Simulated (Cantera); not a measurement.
Cantera run, input and output.

```python
import numpy as np
import cantera as ct

gas = ct.Solution("gri30.yaml")


def delay(T, t_max=10):
    gas.TPX = T, 1400000, {'CO': 1, 'H2': 0.12, 'CH4': 0.11, 'O2': 0.709, 'N2': 4.68}
    reactor = ct.IdealGasConstPressureReactor(gas, clone=False)
    net = ct.ReactorNet([reactor])
    net.rtol, net.atol = 1e-8, 1e-16
    while net.time < t_max:
        t_old, T_old = net.time, reactor.T
        net.step()
        if reactor.T > T + 400:  # ignition: a rise of 400 K
            return t_old + (T + 400 - T_old) / (reactor.T - T_old) * (net.time - t_old)
    return np.nan


taus = []
for T in [873, 973, 1073, 1173, 1273, 1373, 1473, 1573, 1673, 1773]:
    taus.append(delay(T))
    print(f"T0 = {T:6g} K   tau = {taus[-1]:.4e} s")
```

Result:

```
T0 =    873 K   tau = 1.7649e-01 s
T0 =    973 K   tau = 1.1483e-02 s
T0 =   1073 K   tau = 1.3133e-03 s
T0 =   1173 K   tau = 2.6466e-04 s
T0 =   1273 K   tau = 8.5340e-05 s
T0 =   1373 K   tau = 3.6275e-05 s
T0 =   1473 K   tau = 1.8205e-05 s
T0 =   1573 K   tau = 1.0373e-05 s
T0 =   1673 K   tau = 6.6015e-06 s
T0 =   1773 K   tau = 4.6039e-06 s
```

Detailed kinetics in Cantera: GRI-Mech 3.0 (53 species, 325 reactions). The pressure lies above the range GRI-Mech 3.0 was tuned for (to about 10 atm). Below about 1000 K GRI-Mech 3.0 lacks low-temperature oxidation paths. Below about 950 K walls govern HO2 and H2O2 in real vessels.
